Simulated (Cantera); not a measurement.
A Cantera script and what it prints.

```python
import numpy as np
import cantera as ct

gas_names = """
    F F2 H HF H2 H2F2 H3F3 H4F4 H5F5 H6F6 H7F7 N NF NF2 NF3 NH NH2 NH3 N2 N2H2 N2H4 Pb PbF PbF2 PbF4 Pb2
""".split()
cond_names = """
    Pb(cr) Pb(L) PbF2(a) PbF2(b) PbF2(L)
""".split()


# ... load() reads the species with a 1 bar reference pressure and builds the phases ...
atoms = {
    'PbF2': {'Pb': 1, 'F': 2},
    'HF': {'H': 1, 'F': 1},
    'N2': {'N': 2},
}
top_T = {}  # K; cautious upper limits of use, not melting points


# ... equilibrate(T, P, feed) seeds the gas with the atoms and calls Mixture.equilibrate('TP', solver="vcs", rtol=1e-11, max_steps=5000) ...
results = []
T = 1523  # K
P = 6.4  # Pa
for m in [1, 1.8, 3.1, 5.5, 9.8, 17, 31, 54, 96, 170]:
    feed = {'PbF2': 1, 'HF': 0.035, 'N2': m}  # mol
    mix = equilibrate(T, P, feed)
    results.append((T, P, feed, dict(zip(mix.species_names, mix.species_moles))))

top = {s: max(r[3][s] / sum(r[3][g] for g in gas_names) for r in results) for s in gas_names}
cols = sorted((s for s in top if top[s] > 1e-06), key=lambda s: -top[s])[:8]
seen = [c for c in cond_names if any(r[3].get(c, 0) > 1e-12 for r in results)]
print("log10 of partial pressures in bar; condensed amounts in mol")
print(f"{'n(N2)':>10s}" + "".join(f"{s[:9]:>10s}" for s in cols + seen))
for T, P, feed, n in results:
    ng = sum(n[g] for g in gas_names)
    print(f"{feed['N2']:10.4g}" + "".join(f"{np.log10(max(n[s] / ng * P / 1e5, 1e-99)):10.3f}" for s in cols)
          + "".join(f"{n.get(c, 0):10.4g}" for c in seen))
```

Result:

```
log10 of partial pressures in bar; condensed amounts in mol
     n(N2)        N2      PbF2      PbF4        Pb       PbF        HF         F
         1    -4.502    -4.718    -5.254    -5.355    -5.636    -5.958    -7.774
       1.8    -4.391    -4.862    -5.398    -5.499    -5.780    -6.102    -7.774
       3.1    -4.319    -5.026    -5.563    -5.662    -5.944    -6.266    -7.774
       5.5    -4.269    -5.225    -5.762    -5.861    -6.142    -6.465    -7.774
       9.8    -4.238    -5.444    -5.982    -6.079    -6.361    -6.685    -7.774
        17    -4.220    -5.666    -6.205    -6.300    -6.582    -6.906    -7.775
        31    -4.208    -5.915    -6.457    -6.547    -6.830    -7.155    -7.776
        54    -4.202    -6.150    -6.695    -6.778    -7.063    -7.391    -7.778
        96    -4.199    -6.396    -6.949    -7.017    -7.306    -7.637    -7.781
       170    -4.197    -6.643    -7.207    -7.252    -7.547    -7.883    -7.787
```

These are equilibrium values from Cantera (NASA tables, ideal gas, pure condensed phases), not measurements of a reactor.
